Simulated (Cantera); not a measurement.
Cantera run:

```python
import numpy as np
import cantera as ct

gas_names = """
    S2
""".split()
cond_names = """
    NiS(b) NiS(a) NiS(L) Ni(cr) Ni(L) NiS2(s) NiS2(L) Ni3S4(s)
""".split()


# ... load() reads the species with a 1 bar reference pressure and builds the phases ...
species = {s.name: s for s in load("nasa_gas.yaml", gas_names) + load("nasa_condensed.yaml", cond_names)}
# Each term lists the table entries of one substance; the one whose range holds T is used.
reactions = {
    '2 NiS = Ni + NiS2':
        [(-2, ['NiS(b)', 'NiS(a)', 'NiS(L)']), (1, ['Ni(cr)', 'Ni(L)']), (1, ['NiS2(s)', 'NiS2(L)'])],
    '2 Ni3S4 = 6 NiS + S2(g)':
        [(-2, ['Ni3S4(s)']), (6, ['NiS(b)', 'NiS(a)', 'NiS(L)']), (1, ['S2'])],
}


def pick(names, T):
    return next(species[n] for n in names if species[n].thermo.min_temp <= T <= species[n].thermo.max_temp)


results = []
for label, terms in reactions.items():
    print(label)
    print("     T/K   dH/kJ  dS/(J/K)   dG/kJ   log10 K")
    for T in [300, 373, 398, 423, 448, 473, 498, 523, 548, 573, 598]:
        used = [(nu, pick(names, T)) for nu, names in terms]
        dH = sum(nu * s.thermo.h(T) for nu, s in used) / 1e6
        dS = sum(nu * s.thermo.s(T) for nu, s in used) / 1e3
        dG = dH - T * dS / 1e3
        logK = -dG * 1e6 / (ct.gas_constant * T * np.log(10))
        results.append((label, T, dH, dS, dG, logK, [s.name for _, s in used]))
        print(f"{T:8g} {dH:8.1f} {dS:8.1f} {dG:8.1f} {logK:8.2f}")
```

Output:

```
2 NiS = Ni + NiS2
     T/K   dH/kJ  dS/(J/K)   dG/kJ   log10 K
     300     44.4     -4.1     45.6    -7.94
     373     44.5     -3.8     45.9    -6.43
     398     44.5     -3.7     46.0    -6.03
     423     44.5     -3.7     46.1    -5.69
     448     44.5     -3.7     46.2    -5.38
     473     44.5     -3.7     46.3    -5.11
     498     44.5     -3.8     46.3    -4.86
     523     44.5     -3.8     46.4    -4.64
     548     44.4     -3.8     46.5    -4.44
     573     44.4     -3.8     46.6    -4.25
     598     44.5     -3.8     46.7    -4.08
2 Ni3S4 = 6 NiS + S2(g)
     T/K   dH/kJ  dS/(J/K)   dG/kJ   log10 K
     300    203.4    173.2    151.5   -26.37
     373    202.2    169.6    138.9   -19.46
     398    201.7    168.3    134.7   -17.68
     423    201.1    166.9    130.5   -16.12
     448    200.5    165.4    126.4   -14.73
     473    199.7    163.8    122.3   -13.50
     498    198.9    162.1    118.2   -12.40
     523    198.0    160.4    114.2   -11.40
     548    197.1    158.5    110.2   -10.50
     573    196.0    156.6    106.2    -9.68
     598    194.8    154.6    102.3    -8.94
```

Standard-state values (1 bar) from the NASA 1993 polynomials, evaluated with Cantera. Condensed species are held in their standard states even where they would react or evaporate.
